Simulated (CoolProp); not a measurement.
A single-stage vapour-compression cycle with R245fa: evaporating at 283.15 K (dew point), condensing at 353.15 K (bubble point), superheat 8 K, subcooling 5 K, compressor efficiency 0.7, no pressure losses. Each further row changes one setting.

Values from CoolProp's reference Helmholtz-energy equation of state, Akasaka 2015.

```json
[
 {"case": "as stated", "cooling COP": "2.02", "pressure ratio": "9.57", "discharge temperature (K)": "366.1", "refrigerating effect (kJ/kg)": "118", "volumetric capacity (kJ/m³)": "555"},
 {"case": "evaporating temperature 288.15 K", "cooling COP": "___", "pressure ratio": "7.80", "discharge temperature (K)": "365.1", "refrigerating effect (kJ/kg)": "___", "volumetric capacity (kJ/m³)": "695"},
 {"case": "condensing temperature 348.15 K", "cooling COP": "2.27", "pressure ratio": "8.43", "discharge temperature (K)": "361.5", "refrigerating effect (kJ/kg)": "125", "volumetric capacity (kJ/m³)": "589"},
 {"case": "subcooling 10 K", "cooling COP": "2.14", "pressure ratio": "9.57", "discharge temperature (K)": "366.1", "refrigerating effect (kJ/kg)": "125", "volumetric capacity (kJ/m³)": "589"},
 {"case": "superheat 18 K", "cooling COP": "___", "pressure ratio": "9.57", "discharge temperature (K)": "___", "refrigerating effect (kJ/kg)": "___", "volumetric capacity (kJ/m³)": "574"},
 {"case": "compressor efficiency 0.6", "cooling COP": "___", "pressure ratio": "9.57", "discharge temperature (K)": "374.9", "refrigerating effect (kJ/kg)": "118", "volumetric capacity (kJ/m³)": "555"}
]
```

Some entries are withheld; supply them.


- evaporating temperature 288.15 K, cooling COP: 2.28
- evaporating temperature 288.15 K, refrigerating effect (kJ/kg): 121
- superheat 18 K, cooling COP: 2.08
- superheat 18 K, discharge temperature (K): 376.3
- superheat 18 K, refrigerating effect (kJ/kg): 126
- compressor efficiency 0.6, cooling COP: 1.73
